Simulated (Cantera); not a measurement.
A closed system holds: 1 mol MgO, 0.056 mol SO₃, 6.9 mol H₂O, 1.6 mol H₂S, equilibrated at 925 K and 0.0133 bar.

Cantera equilibrium calculation (NASA polynomials, part measured and part estimated; ideal gas, pure solids and liquids). Candidate condensed phases: H₂O, H₂SO₄, Mg, MgO, Mg(OH)₂, MgS, MgSO₄, S; 26 gas species. Gases not in the tables: S₃ to S₇. Equilibrium is a limit: real reactors are often held back by kinetics, nucleation or transport.

Question: What is the equilibrium state?

Answer: 
* **x(H₂O)**: 0.805
* **x(H₂S)**: 0.144
* **x(H₂)**: 0.0262
* **x(S₂)**: 0.0214
* **x(SO₂)**: 0.00295
* **x(S₂O)**: 6.25e-5
* **x(SH)**: 9.37e-6
* **x(SO)**: 1.23e-6
* **n(MgO(s))**: 1.00 mol
* **gas amount**: 8.713 mol
* **log10 activity of S(l) (absent)**: -1.92
* **log10 activity of H₂SO₄(l) (absent)**: -18.64
* **log10 activity of Mg(l) (absent)**: -18.71
